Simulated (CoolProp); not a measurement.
R1336mzz(Z) at 376.24 K and 0.391 MPa is compressed adiabatically to 2.16 MPa with isentropic efficiency 0.75. Each further row changes one setting.

The numbers come from the reference Helmholtz-energy equation of state, McLinden 2020 in CoolProp.

```json
[
 {"case": "as stated", "work (kJ/kg)": "36.1", "final temperature (K)": "437.8", "final density (kg/m³)": "157"},
 {"case": "efficiency 1", "work (kJ/kg)": "27.1", "final temperature (K)": "432.3", "final density (kg/m³)": "169"},
 {"case": "efficiency 0.65", "work (kJ/kg)": "41.6", "final temperature (K)": "441.5", "final density (kg/m³)": "150"}
]
```
